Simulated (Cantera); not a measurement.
An isothermal, constant-pressure homogeneous reactor starts with NO : N2 = 1 : 8.8 (molar parts), at 1773 K and 10.5 Torr. Integrator tolerance rtol = 1e-08.

Computed with Cantera and GRI-Mech 3.0 (53 species, 325 reactions). Radical loss at walls, strong at low pressure, is not modelled.

Task: What does this change do: NO 1 to 0.37 parts?

Result: 
| quantity | before | after |
|---|---|---|
| x(NO) at 60.0 s | 0.0959 (gas-phase equilibrium 0.00203) | 0.0392 (gas-phase equilibrium 0.00129) |
| x(O) at 60.0 s | 5.54e-5 (gas-phase equilibrium 0.000178) | 2.70e-5 (gas-phase equilibrium 0.000111) |
| x(O2) at 60.0 s | 0.00303 (gas-phase equilibrium 0.0499) | 0.000553 (gas-phase equilibrium 0.0195) |
| x(N2) at 60.0 s | 0.901 (gas-phase equilibrium 0.948) | 0.960 (gas-phase equilibrium 0.979) |
| x(NO2) at 60.0 s | 3.83e-6 (gas-phase equilibrium 3.11e-7) | 7.82e-7 (gas-phase equilibrium 1.23e-7) |
| x(N2O) at 60.0 s | 3.40e-6 (gas-phase equilibrium 1.52e-8) | 5.95e-7 (gas-phase equilibrium 9.82e-9) |

Task: What does this change do: temperature 1773 to 1975 K?

Result: 
| quantity | before | after |
|---|---|---|
| x(NO) at 60.0 s | 0.0959 (gas-phase equilibrium 0.00203) | 0.0234 (gas-phase equilibrium 0.00378) |
| x(O) at 60.0 s | 5.54e-5 (gas-phase equilibrium 0.000178) | 0.000929 (gas-phase equilibrium 0.00103) |
| x(O2) at 60.0 s | 0.00303 (gas-phase equilibrium 0.0499) | 0.0388 (gas-phase equilibrium 0.0486) |
| x(N2) at 60.0 s | 0.901 (gas-phase equilibrium 0.948) | 0.937 (gas-phase equilibrium 0.947) |
| x(NO2) at 60.0 s | 3.83e-6 (gas-phase equilibrium 3.11e-7) | 2.14e-6 (gas-phase equilibrium 3.87e-7) |
| x(N2O) at 60.0 s | 3.40e-6 (gas-phase equilibrium 1.52e-8) | 1.95e-7 (gas-phase equilibrium 2.76e-8) |

Task: What does this change do: 0.27 parts H2O added?

Result: 
| quantity | before | after |
|---|---|---|
| x(NO) at 60.0 s | 0.0959 (gas-phase equilibrium 0.00203) | 0.0894 (gas-phase equilibrium 0.00198) |
| x(O) at 60.0 s | 5.54e-5 (gas-phase equilibrium 0.000178) | 5.79e-5 (gas-phase equilibrium 0.000176) |
| x(O2) at 60.0 s | 0.00303 (gas-phase equilibrium 0.0499) | 0.00490 (gas-phase equilibrium 0.0484) |
| x(N2) at 60.0 s | 0.901 (gas-phase equilibrium 0.948) | 0.879 (gas-phase equilibrium 0.922) |
| x(NO2) at 60.0 s | 3.83e-6 (gas-phase equilibrium 3.11e-7) | 4.17e-6 (gas-phase equilibrium 2.98e-7) |
| x(N2O) at 60.0 s | 3.40e-6 (gas-phase equilibrium 1.52e-8) | 1.60e-6 (gas-phase equilibrium 1.46e-8) |
